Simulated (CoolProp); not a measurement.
n-dodecane at several states: Z from the reference equation and from simpler models built on Tc = 658.1 K, pc = 1.818 MPa, ω = 0.574; each cubic takes its own stable root.

Values from CoolProp's reference Helmholtz-energy equation of state, Lemmon 2004. It is a short technical equation, of lower accuracy than the large ones.

```
T (K)  p (MPa)   phase  reference  van der Waals  Redlich-Kwong  Soave-Redlich-Kwong  Peng-Robinson
-----  -------  ------  ---------  -------------  -------------  -------------------  -------------
345.1    0.473  liquid    0.03947        0.07647        0.05168              0.04892        0.04356
315.1      7.2  liquid     0.6336          1.199         0.8229               0.7923         0.7075
510.5    0.322  liquid    0.02250         0.8941         0.8613              0.02738        0.02418
```

At some of these states van der Waals, Redlich-Kwong gives the other phase, because its saturation line lies elsewhere.
